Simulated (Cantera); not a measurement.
Input (Python, Cantera) and output of one run.

```python
import numpy as np
import cantera as ct

gas_names = """
    C CN CO CO2 C2 CCN CNC C2N2 C2O C3 C3O2 C4 C4N2 C5 N NCO NO NO2 NO3 N2 N2O O O2 O3 Si SiC SiC2 SiN
    SiO SiO2 Si2 Si2C Si2N Si3
""".split()
cond_names = """
    C(gr) Si(cr) Si(L) SiC(b) SiO2(Lqz) SiO2(hqz) SiO2(L) Si2N2O(s) Si3N4(a)
""".split()


def load(file, names, dense=False):
    # The tables refer to 1 bar. Condensed volumes are neglected.
    table = {s.name: s for s in ct.Species.list_from_file(file)}
    out = []
    for n in names:
        d = dict(table[n].input_data)
        d["thermo"] = dict(d["thermo"], **{"reference-pressure": 1e5})
        if dense:
            d["equation-of-state"] = {"model": "constant-volume", "density": "1e6 g/cm^3"}
        out.append(ct.Species.from_dict(d))
    return out


gas = ct.Solution(thermo="ideal-gas", species=load("nasa_gas.yaml", gas_names))
cond = {s.name: ct.Solution(thermo="fixed-stoichiometry", species=[s], name=s.name)
        for s in load("nasa_condensed.yaml", cond_names, dense=True)}
atoms = {
    'SiC': {'Si': 1, 'C': 1},
    'CO2': {'C': 1, 'O': 2},
    'N2': {'N': 2},
    'O2': {'O': 2},
}
top_T = {'C(gr)': 4500, 'SiC(b)': 3050, 'Si2N2O(s)': 2100, 'Si3N4(a)': 2400}  # K; cautious upper limits of use, not melting points


def equilibrate(T, P, feed):
    n = {}
    for name, mol in feed.items():
        for a, k in atoms[name].items():
            n[a] = n.get(a, 0.0) + k * mol
    gas.TPX = T, P, n
    mass = sum(n.values()) * gas.mean_molecular_weight
    gas.equilibrate("TP")
    valid = [c for c in cond.values() if c.min_temp <= T <= top_T.get(c.name, c.max_temp)]
    mix = ct.Mixture([(gas, mass / gas.mean_molecular_weight)] + [(c, 0.0) for c in valid])
    mix.T, mix.P = T, P
    mix.equilibrate("TP", solver="vcs", rtol=1e-11, max_steps=5000)
    return mix


results = []
feed = {'SiC': 1, 'CO2': 0.16, 'N2': 15, 'O2': 0.67}  # mol
P = 3  # Pa
for T in [1173, 1223, 1273, 1323, 1373, 1423, 1473, 1523, 1573, 1623, 1673, 1723, 1773]:
    mix = equilibrate(T, P, feed)
    results.append((T, P, feed, dict(zip(mix.species_names, mix.species_moles))))
    x = sorted(zip(gas.X, gas.species_names), reverse=True)
    print(f"T = {T:g} K  P = {P:g} Pa  gas = {mix.phase_moles(0):.4g} mol")
    print("   x: " + "  ".join(f"{s} {v:.3e}" for v, s in x if v > 1e-06))
    print("   condensed (mol): " + ("  ".join(f"{mix.phase(i).name} {mix.phase_moles(i):.4g}"
          for i in range(1, mix.n_phases) if mix.phase_moles(i) > 1e-12) or "none"))
```

Output:

```
T = 1173 K  P = 3 Pa  gas = 15.66 mol
   x: N2 9.259e-01  CO 7.407e-02  SiO 2.826e-06
   condensed (mol): C(gr) 2.22e-05  Si2N2O(s) 0.5
T = 1223 K  P = 3 Pa  gas = 15.66 mol
   x: N2 9.259e-01  CO 7.406e-02  SiO 1.633e-05
   condensed (mol): C(gr) 0.0001279  Si2N2O(s) 0.4999
T = 1273 K  P = 3 Pa  gas = 15.66 mol
   x: N2 9.259e-01  CO 7.403e-02  SiO 9.855e-05
   condensed (mol): SiC(b) 0.0005145  Si2N2O(s) 0.499
T = 1323 K  P = 3 Pa  gas = 15.67 mol
   x: N2 9.256e-01  CO 7.379e-02  SiO 6.528e-04
   condensed (mol): SiC(b) 0.003411  Si2N2O(s) 0.4932
T = 1373 K  P = 3 Pa  gas = 15.74 mol
   x: N2 9.238e-01  CO 7.246e-02  SiO 3.742e-03
   condensed (mol): SiC(b) 0.01963  Si2N2O(s) 0.4607
T = 1423 K  P = 3 Pa  gas = 16.06 mol
   x: N2 9.154e-01  CO 6.607e-02  SiO 1.854e-02  Si 3.833e-06
   condensed (mol): SiC(b) 0.09919  Si2N2O(s) 0.3016
T = 1473 K  P = 3 Pa  gas = 16.66 mol
   x: N2 9.003e-01  CO 5.463e-02  SiO 4.500e-02  Si 2.594e-05
   condensed (mol): SiC(b) 0.2498
T = 1523 K  P = 3 Pa  gas = 16.66 mol
   x: N2 9.003e-01  CO 5.466e-02  SiO 4.497e-02  Si 9.348e-05
   condensed (mol): SiC(b) 0.2492
T = 1573 K  P = 3 Pa  gas = 16.67 mol
   x: N2 9.001e-01  CO 5.476e-02  SiO 4.485e-02  Si 3.098e-04  SiN 1.537e-06
   condensed (mol): SiC(b) 0.2474
T = 1623 K  P = 3 Pa  gas = 16.68 mol
   x: N2 8.995e-01  CO 5.505e-02  SiO 4.450e-02  Si 9.489e-04  SiN 3.901e-06  Si2C 3.518e-06  Si2N 1.218e-06
   condensed (mol): SiC(b) 0.2419
T = 1673 K  P = 3 Pa  gas = 16.71 mol
   x: N2 8.979e-01  CO 5.583e-02  SiO 4.354e-02  Si 2.685e-03  Si2C 1.373e-05  SiN 9.242e-06  Si2N 3.207e-06  Si2 1.993e-06
   condensed (mol): SiC(b) 0.2271
T = 1723 K  P = 3 Pa  gas = 16.78 mol
   x: N2 8.940e-01  CO 5.776e-02  SiO 4.118e-02  Si 6.950e-03  Si2C 4.806e-05  SiN 2.022e-05  Si2N 7.528e-06  Si2 6.978e-06
   condensed (mol): SiC(b) 0.1901
T = 1773 K  P = 3 Pa  gas = 16.94 mol
   x: N2 8.857e-01  CO 6.190e-02  SiO 3.611e-02  Si 1.608e-02  Si2C 1.476e-04  SiN 3.981e-05  Si2 2.026e-05  Si2N 1.494e-05  SiC2 1.758e-06  Si3 1.109e-06
   condensed (mol): SiC(b) 0.1091
```

Method: chemical equilibrium by Gibbs-energy minimisation in Cantera with the NASA 1993 tables (ideal gas, pure condensed phases). N2 is the only nitrogen source here; it is nearly inert below about 1500 K, so the nitride shown seldom forms there in practice. Mutual solubility and eutectic melting of coexisting phases are not modelled. The tables' values for SiN are old estimates; treat these amounts as uncertain.
